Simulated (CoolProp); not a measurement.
Vapour-liquid equilibrium of carbon dioxide (1) + R22 (2) at -34.15 °C; x and y are mole fractions of (1).

Values from CoolProp's multi-fluid Helmholtz-energy mixture model, Span 1996 and Kamei 1995; pair parameters Bell 2016.

```tsv
x	bubble pressure, mixture model (bar)	bubble pressure, Raoult's law (bar)	y, mixture model	y, Raoult's law
0.05	1.772	1.922	0.256	0.322
0.125	2.431	2.748	0.493	0.564
0.2	…	3.574	0.637	0.693
0.275	3.914	4.400	0.732	0.774
0.35	…	5.227	0.799	0.830
0.425	5.549	6.053	0.847	0.870
0.5	6.400	6.879	0.883	0.900
0.575	7.265	7.705	0.911	0.924
0.65	…	8.532	0.933	0.944
0.725	9.025	9.358	0.952	0.960
0.8	9.919	10.18	0.967	0.973
0.875	10.83	11.01	…	0.984
0.95	11.75	11.84	0.993	0.994
```

Complete the blanks.


- 0.2, bubble pressure, mixture model (bar): 3.149
- 0.35, bubble pressure, mixture model (bar): 4.717
- 0.65, bubble pressure, mixture model (bar): 8.141
- 0.875, y, mixture model: 0.981

The largest gap from Raoult's law is -11.9 % in bubble pressure, at x = 0.2. No azeotrope shows between x = 0.05 and 0.95.

Pair parameters are fitted to limited data, so mixtures are less certain than the pure fluids.
